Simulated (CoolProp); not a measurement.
Properties of methanol along the isobar 310 kPa (Tc = 513.4 K, pc = 8216 kPa, ω = 0.565).

Values from CoolProp's reference Helmholtz-energy equation of state, de Reuck 1993.

```csv
T (K),phase,density (kg/m³),viscosity (µPa s),conductivity (mW/(m K))
323.2,liquid,762.8,389,196
343,liquid,743.2,307,192
362.8,liquid,722.4,248,188
382.6,gas,3.317,[?],24.1
402.3,gas,3.095,12.9,26.3
422.1,gas,2.920,13.6,[?]
441.9,gas,2.771,14.3,31.0
461.6,gas,2.640,15.0,[?]
481.4,gas,2.522,[?],36.1
501.2,gas,2.416,16.4,[?]
521,gas,2.319,17.1,41.5
```

Problem. Fill in the missing entries.

Solution. 
- 382.6, viscosity (µPa s): 12.2
- 422.1, conductivity (mW/(m K)): 28.6
- 461.6, conductivity (mW/(m K)): 33.5
- 481.4, viscosity (µPa s): 15.7
- 501.2, conductivity (mW/(m K)): 38.8

Viscosity comes from a separate model (Xiang 2006). Thermal conductivity comes from a separate model (Sykioti 2013).
